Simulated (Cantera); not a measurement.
Cantera run:

```python
import numpy as np
import cantera as ct

gas_names = [...]  # 151 gases of nasa_gas.yaml made of C, H, N, O, Si
cond_names = """
    C(gr) C6H6(L) C7H8(L) C8H18(L),n-octa H2O(s) H2O(L) Si(cr) Si(L) SiC(b) SiO2(Lqz) SiO2(hqz) SiO2(L)
    Si2N2O(s) Si3N4(a)
""".split()


# ... load() reads the species with a 1 bar reference pressure and builds the phases ...
atoms = {
    'HMDSO': {'Si': 2, 'C': 6, 'H': 18, 'O': 1},
    'NO': {'N': 1, 'O': 1},
    'H2': {'H': 2},
}
top_T = {'C(gr)': 4500, 'SiC(b)': 3050, 'Si2N2O(s)': 2100, 'Si3N4(a)': 2400}  # K; cautious upper limits of use, not melting points


# ... equilibrate(T, P, feed) seeds the gas with the atoms and calls Mixture.equilibrate('TP', solver="vcs", rtol=1e-11, max_steps=5000) ...
results = []
T = 2023  # K
P = 13332.2  # Pa
for m in [0.63, 0.84, 1.1, 1.5, 2, 2.7, 3.6, 4.8, 6.5, 8.7, 12]:
    feed = {'HMDSO': 1, 'NO': m, 'H2': 21}  # mol
    mix = equilibrate(T, P, feed)
    results.append((T, P, feed, dict(zip(mix.species_names, mix.species_moles))))

top = {s: max(r[3][s] / sum(r[3][g] for g in gas_names) for r in results) for s in gas_names}
cols = sorted((s for s in top if top[s] > 0.001), key=lambda s: -top[s])[:7]
seen = [c for c in cond_names if any(r[3].get(c, 0) > 1e-12 for r in results)]
print("log10 of partial pressures in bar; condensed amounts in mol")
print(f"{'n(NO)':>10s}" + "".join(f"{s[:9]:>10s}" for s in cols + seen))
for T, P, feed, n in results:
    ng = sum(n[g] for g in gas_names)
    print(f"{feed['NO']:10.4g}" + "".join(f"{np.log10(max(n[s] / ng * P / 1e5, 1e-99)):10.3f}" for s in cols)
          + "".join(f"{n.get(c, 0):10.4g}" for c in seen))
```

Output:

```
log10 of partial pressures in bar; condensed amounts in mol
     n(NO)        H2        CO        N2       H2O       SiO         H       CO2     C(gr)    SiC(b)   SiO2(L)
      0.63    -0.905    -2.173    -2.918    -7.048    -4.181    -3.174    -8.985     2.298     1.983         0
      0.84    -0.910    -2.124    -2.793    -7.004    -4.132    -3.176    -8.888     2.084     1.981         0
       1.1    -0.915    -2.072    -2.677    -6.957    -4.080    -3.179    -8.784      1.82     1.978         0
       1.5    -0.923    -2.004    -2.546    -6.898    -4.012    -3.183    -8.648     1.416     1.974         0
         2    -0.933    -1.935    -2.428    -6.838    -3.943    -3.188    -8.509    0.9135     1.969         0
       2.7    -0.946    -1.857    -2.308    -6.773    -3.865    -3.195    -8.353    0.2121     1.963         0
       3.6    -0.962    -1.806    -2.187    -6.295    -2.927    -3.202    -7.808         0     1.672         0
       4.8    -0.983    -1.769    -2.081    -6.082    -2.497    -3.213    -7.538         0     1.079         0
       6.5    -1.011    -1.727    -1.976    -5.961    -2.240    -3.227    -7.347         0    0.2297         0
       8.7    -1.030    -1.719    -1.856    -2.585    -2.434    -3.237    -3.942         0         0    0.8518
        12    -1.074    -1.735    -1.724    -2.007    -3.056    -3.259    -3.336         0         0     1.721
```

Method: chemical equilibrium by Gibbs-energy minimisation in Cantera with the NASA 1993 tables (ideal gas, pure condensed phases). The feed counts by its element totals alone. The tables hold silica as quartz up to 1696 K and as liquid above; real silica turns to tridymite and cristobalite and melts near 1996 K. Gases not in the tables: Si2H6 and higher silanes.
